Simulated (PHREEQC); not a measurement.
Nickel, zinc or cadmium bath (model solution)

Consider water at 25 °C with 0.00096 mol NiCl2 and 0.02 mol Na2SO4 per kg of water. Closed to the air; pH follows from the charge balance.

All values are PHREEQC results (ion-association model, wateq4f.dat), not measurements.

This is a speciation only: nothing precipitates in the calculation.

### Question
What pH does the model give?

### Answer
pH 6.79.

### Question
In which forms is Ni present?

### Answer
Ni+2 60 %, NiSO4 40 % of the Ni.
